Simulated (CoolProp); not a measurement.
A single-stage vapour-compression cycle with C2F6 (R116): evaporating at 209.15 K (dew point), condensing at 243.15 K (bubble point), superheat 0 K, subcooling 5 K, compressor efficiency 0.75, no pressure losses. Each further row changes one setting.

The numbers come from the reference Helmholtz-energy equation of state, Lemmon 2006 in CoolProp. It is a short technical equation, of lower accuracy than the large ones.

```json
[
 {"case": "as stated", "cooling COP": "3.85", "pressure ratio": "3.74", "discharge temperature (K)": "249.5", "refrigerating effect (kJ/kg)": "80.7", "volumetric capacity (kJ/m³)": "1410"},
 {"case": "evaporating temperature 214.15 K", "cooling COP": "4.77", "pressure ratio": "2.99", "discharge temperature (K)": "248.2", "refrigerating effect (kJ/kg)": "83.1", "volumetric capacity (kJ/m³)": "1800"},
 {"case": "condensing temperature 238.15 K", "cooling COP": "4.71", "pressure ratio": "3.16", "discharge temperature (K)": "244.0", "refrigerating effect (kJ/kg)": "86.0", "volumetric capacity (kJ/m³)": "1500"},
 {"case": "subcooling 10 K", "cooling COP": "4.11", "pressure ratio": "3.74", "discharge temperature (K)": "249.5", "refrigerating effect (kJ/kg)": "86.0", "volumetric capacity (kJ/m³)": "1500"},
 {"case": "superheat 10 K", "cooling COP": "3.91", "pressure ratio": "3.74", "discharge temperature (K)": "259.5", "refrigerating effect (kJ/kg)": "87.3", "volumetric capacity (kJ/m³)": "1440"},
 {"case": "compressor efficiency 0.65", "cooling COP": "3.34", "pressure ratio": "3.74", "discharge temperature (K)": "253.5", "refrigerating effect (kJ/kg)": "80.7", "volumetric capacity (kJ/m³)": "1410"}
]
```
